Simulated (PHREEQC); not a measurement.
A PHREEQC speciation (ion-association model, wateq4f.dat) at 14 °C gives pH 1.15 and these molalities:

| species | mol/kgw |
|---|---|
| H+ | 0.0890 |
| HSO4- | 0.0742 |
| SO4-2 | 0.0348 |
| Zn+2 | 0.0345 |
| ZnSO4 | 0.0219 |
| H3PO4 | 0.00743 |
| Zn(SO4)2-2 | 0.00654 |
| H2PO4- | 0.00117 |

Problem. What are the element totals, and what could have been dissolved in 1 kg of water to give them?

Solution. One answer among several that fit: totals P 0.00860, S(6) 0.144, Zn 0.0630 mol/kgw, from 0.0086 mol H3PO4, 0.081 mol H2SO4 and 0.063 mol ZnSO4 per kg of water.

This is a speciation only: nothing precipitates in the calculation. Complexes and solids missing from the database can't appear. H3PO4, which wateq4f.dat lacks, is added to it with the constant of phreeqc.dat. At this temperature some constants are extrapolated from 25 °C, and those without enthalpy data are left unchanged. The database has no phosphate complexes of Zn.
